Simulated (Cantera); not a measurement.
**Premixed flame**

A freely propagating, adiabatic, planar premixed flame of CO : H2 : CH4 : O2 : N2 : H2O = 1 : 0.44 : 0.058 : 0.643 : 2.42 : 0.11 (molar parts), unburnt at 473 K and 0.133 bar; mixture-averaged transport, grid criteria slope 0.08 and curve 0.16, no radiation.

Computed with Cantera and GRI-Mech 3.0 (53 species, 325 reactions). Burning velocities carry a grid error of a few per cent, more on coarse grids.

| z (mm) | T (K) | u (m/s) | x CO | x H2 | x CH4 | x CO2 | x HCO | x CH2CO |
|---|---|---|---|---|---|---|---|---|
| -13.8 | 473 | 2.40 | 0.214 | 0.0942 | 0.0124 | <1e-8 | <1e-8 | <1e-8 |
| -9.21 | 473 | 2.40 | 0.214 | 0.0942 | 0.0124 | <1e-8 | <1e-8 | <1e-8 |
| -6.90 | 473 | 2.40 | 0.214 | 0.0942 | 0.0124 | <1e-8 | <1e-8 | <1e-8 |
| -4.60 | 473 | 2.40 | 0.214 | 0.0941 | 0.0124 | 9.44e-8 | <1e-8 | <1e-8 |
| -2.30 | 501 | 2.53 | 0.214 | 0.0913 | 0.0124 | 0.000894 | 1.86e-8 | 1.20e-8 |
| -1.15 | 695 | 3.49 | 0.209 | 0.0792 | 0.0120 | 0.00730 | 3.15e-7 | 2.09e-8 |
| 0 | 1107 | 5.54 | 0.196 | 0.0481 | 0.00362 | 0.0274 | 8.65e-6 | 9.57e-8 |
| 1.15 | 1341 | 6.66 | 0.160 | 0.0222 | 2.82e-5 | 0.0695 | 5.86e-7 | <1e-8 |
| 2.30 | 1447 | 7.10 | 0.131 | 0.0203 | 9.43e-8 | 0.102 | 2.00e-7 | <1e-8 |
| 4.60 | 1563 | 7.56 | 0.108 | 0.0232 | <1e-8 | 0.129 | 1.42e-7 | <1e-8 |
| 9.21 | 1674 | 8.03 | 0.106 | 0.0239 | <1e-8 | 0.134 | 1.14e-7 | <1e-8 |
| 18.4 | 1802 | 8.56 | 0.108 | 0.0230 | <1e-8 | 0.133 | 8.70e-8 | <1e-8 |
| 36.8 | 1937 | 9.10 | 0.108 | 0.0212 | <1e-8 | 0.136 | 5.91e-8 | <1e-8 |
x: mole fraction of selected species; z is measured from the peak of heat release.

```json
{
  "laminar_burning_velocity": "240 cm/s",
  "thermal_thickness": "4.60 mm",
  "peak x(HCO)": "8.73e-6",
  "peak x(CH2CO)": "1.00e-7",
  "grid_points": "195"
}
```
